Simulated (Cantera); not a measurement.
Standard-state values (1 bar) from the NASA 1993 polynomials, evaluated with Cantera. Values are per mole of reaction as written; species without (g) are pure solids or liquids, kept so even where they would boil at 1 bar.

Problem. Between 725 and 1175 K, where is each reaction favourable under standard conditions?
- Cl2(g) + 2 Cs → 2 CsCl

Solution. 
- Cl2(g) + 2 Cs → 2 CsCl: ΔG° is -744 kJ at 725 K and -675 kJ at 1175 K; it stays negative (K > 1). ΔH° is -823 kJ and ΔS° -126 J/K at 1175 K.
